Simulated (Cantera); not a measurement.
A perfectly stirred reactor is fed with CH4 : O2 : N2 = 1 : 1.54 : 5.78 (molar parts), equivalence ratio 1.3, at 1000000 Pa; it is adiabatic with a 473 K inlet, and is followed from long to short residence time, starting on the burning branch (τ in s: 0.032, 0.019, 0.011, 0.0065, 0.0038, 0.0022, 0.0013, 0.00077, 0.00045, 0.00027, 0.00016, 9.2e-05).

Cantera simulation using GRI-Mech 3.0 (53 species, 325 reactions); the numbers are that mechanism's predictions, not measurements.

Q: What does this change do: pressure from 1000000 Pa to 101000 Pa?

A: 
| quantity | before | after |
|---|---|---|
| blow-out, bracketed by the residence times tried | burning at 92.0 µs, the shortest tried | burning at 0.160 ms, out at 92.0 µs |
| x(CH4) at τ = 32.0 ms | 0.000137 | 3.13e-5 |
| x(O2) at τ = 32.0 ms | 7.28e-5 | 0.000250 |
| x(C2H) at τ = 32.0 ms | 1.75e-9 | 8.82e-10 |
| x(CH2O) at τ = 32.0 ms | 1.57e-6 | 2.05e-6 |
| x(NO2) at τ = 32.0 ms | 1.65e-9 | 5.16e-9 |
| x(CH4) at τ = 1.30 ms | 0.00129 | 0.000189 |
| x(O2) at τ = 1.30 ms | 0.00126 | 0.00194 |
| x(C2H) at τ = 1.30 ms | 1.54e-7 | 2.56e-8 |
| x(CH2O) at τ = 1.30 ms | 2.30e-5 | 1.69e-5 |
| x(NO2) at τ = 1.30 ms | 5.66e-9 | 6.98e-9 |

Q: What does this change do: inlet temperature 473 to 325 K?

A: 
```csv
quantity,before,after
"blow-out, bracketed by the residence times tried","burning at 92.0 µs, the shortest tried","burning at 0.270 ms, out at 0.160 ms"
x(CH4) at τ = 32.0 ms,0.000137,0.000501
x(O2) at τ = 32.0 ms,7.28e-5,0.000141
x(C2H) at τ = 32.0 ms,1.75e-9,7.72e-9
x(CH2O) at τ = 32.0 ms,1.57e-6,3.08e-6
x(NO2) at τ = 32.0 ms,1.65e-9,7.32e-10
x(CH4) at τ = 1.30 ms,0.00129,0.00295
x(O2) at τ = 1.30 ms,0.00126,0.00243
x(C2H) at τ = 1.30 ms,1.54e-7,2.12e-7
x(CH2O) at τ = 1.30 ms,2.30e-5,3.68e-5
x(NO2) at τ = 1.30 ms,5.66e-9,3.50e-9
```
